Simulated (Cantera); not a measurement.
Feed: 1 mol C2H6, 2.8 mol CO2, 0.23 mol N2, 0.024 mol NH3, held at 1375 K and 10000 Pa.

Method: chemical equilibrium by Gibbs-energy minimisation in Cantera with the NASA 1993 tables (ideal gas, pure condensed phases). Candidate condensed phases: C, C6H6, C7H8, C8H18, H2O; 136 gas species. Equilibrium is a limit: real reactors are often held back by kinetics, nucleation or transport.

Base state: CO 0.549, H2 0.322, H2O 0.0542, CO2 0.0448, N2 0.0300 (mole fractions); condensed: gas only.

Task: What changes in the equilibrium state with this change: temperature from 1375 K to 2925 K?

Result: 
| species | before | after |
|---|---|---|
| CO | 0.549 | 0.516 |
| H2 | 0.322 | 0.195 |
| H | 6.14e-6 | 0.174 |
| OH | 1.86e-8 | 0.0135 |
| CO2 | 0.0448 | 0.0176 |
| N2 | 0.0300 | 0.0267 |
| H2O | 0.0542 | 0.0484 |
| O | <1e-9 | 0.00745 |
| O2 | <1e-9 | 0.000735 |
| NO | <1e-9 | 0.000473 |

Task: What changes in the equilibrium state with this change: temperature from 1375 K to 1075 K?

Result: 
```
species   before    after
-------  -------  -------
CO         0.549    0.532
H2         0.322    0.339
CO2       0.0448   0.0622
H2O       0.0542   0.0369
N2        0.0300   0.0300
CH4      7.72e-8  3.20e-5
```
